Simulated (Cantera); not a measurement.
A freely propagating, adiabatic, planar premixed flame of 8.98 % CH₄, 1.62 % H₂, 18.8 % O₂, 70.6 % N₂, unburnt at 575 K and 500000 Pa; mixture-averaged transport, grid criteria slope 0.08 and curve 0.16, no radiation.

Detailed kinetics in Cantera: GRI-Mech 3.0 (53 species, 325 reactions). Burning velocities carry a grid error of a few per cent, more on coarse grids.

Task: Predict: laminar burning velocity; thermal thickness; peak x(C₂H₂); peak x(CH₂).

Result: 
```
Property                     Result
------------------------  ---------
laminar burning velocity  75.0 cm/s
thermal thickness         0.0970 mm
peak x(C₂H₂)               0.000183
peak x(CH₂)                 4.97e-5
```
